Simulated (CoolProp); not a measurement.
n-octane at 331.19 K and 0.538 MPa flows at 3.9 m/s in a round tube of 2 mm bore and 1.5 µm roughness, fully developed (64/Re and Nu = 3.66 if laminar; Colebrook and Gnielinski if turbulent). Each further row changes one setting.

The numbers come from the reference Helmholtz-energy equation of state, Beckmüller 2019 in CoolProp.

```tsv
case	Reynolds number	Darcy friction factor	pressure drop (Pa/m)	heat-transfer coefficient (W/(m² K))	mass flow (kg/h)
as stated	14600	0.0294	75000	6710	29.6
velocity 7.8 m/s	29200	0.0255	261000	12700	59.3
diameter 4 mm	29200	0.0246	31400	6190	119
```

Viscosity comes from a separate model (Huber 2004). Thermal conductivity comes from a separate model (Huber 2005).
